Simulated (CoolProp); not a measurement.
Properties of octamethyltrisiloxane (MDM) along the isotherm 301.85 °C (Tc = 292.2 °C, pc = 1438 kPa, ω = 0.528).

Model: reference Helmholtz-energy equation of state, Thol 2017, in CoolProp.

```tsv
p (kPa)	phase	cv (kJ/(kg K))	expansivity (1/kK)
599	gas	2.080	3.152
1200	gas	2.121	8.714
1800	supercritical	2.168	27.03
2400	supercritical	2.144	8.032
2990	supercritical	2.135	5.436
3590	supercritical	2.130	4.299
4190	supercritical	2.127	3.647
4790	supercritical	2.124	3.214
5390	supercritical	2.123	2.902
5990	supercritical	2.121	2.664
6590	supercritical	2.120	2.475
7190	supercritical	2.119	2.320
```
